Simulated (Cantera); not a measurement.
A perfectly stirred reactor is fed with CH₄ : H₂O : H₂ = 1 : 0.31 : 0.11 (molar parts), at 2400 Torr; it is held at 1725 K, and followed from long to short residence time.

Model: GRI-Mech 3.0 (53 species, 325 reactions), integrated in Cantera. GRI-Mech 3.0 stops at C3 and has no aromatics, soot or wall deposition, so with more carbon than oxygen in the feed, carbon stays in small species such as C2H2 where larger ones or solid carbon would form.

One state of this run: x CH₄ = 0.0679; x H₂O = 0.0249; x H₂ = 0.689; x C₂H = 8.53e-8; x C₂H₂ = 0.109; x H = 8.62e-5. x: mole fraction; the columns are a selection and need not sum to one.

Problem. Which value of τ (s) does it belong to?
A) 0.087
B) 0.22
C) 1.4
D) 0.0053

Solution. C, 1.4
